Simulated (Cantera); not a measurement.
A closed system holds: 1 mol LiOH, 5.1 mol H2, equilibrated at 1075 K and 1 atm.

Method: chemical equilibrium by Gibbs-energy minimisation in Cantera with the NASA 1993 tables (ideal gas, pure condensed phases). Candidate condensed phases: H2O, Li, LiH, LiOH, Li2O; 17 gas species. Kinetics and transport are ignored.

Base state: H2 0.911, H2O 0.0893, LiOH 3.04e-5 (mole fractions); condensed: Li2O(s).

### Question
What changes in the equilibrium state with this change: temperature from 1075 K to 1823 K?

### Answer
| species | before | after |
|---|---|---|
| H2 | 0.911 | 0.854 |
| LiOH | 3.04e-5 | 0.0814 |
| H2O | 0.0893 | 0.0501 |
| Li | 3.82e-9 | 0.0128 |
| Li2O | <1e-9 | 0.000580 |
| LiH | <1e-9 | 0.000555 |
| H | 1.39e-8 | 0.000398 |
| Li2O(s), mol | 0.500 | 0.215 |
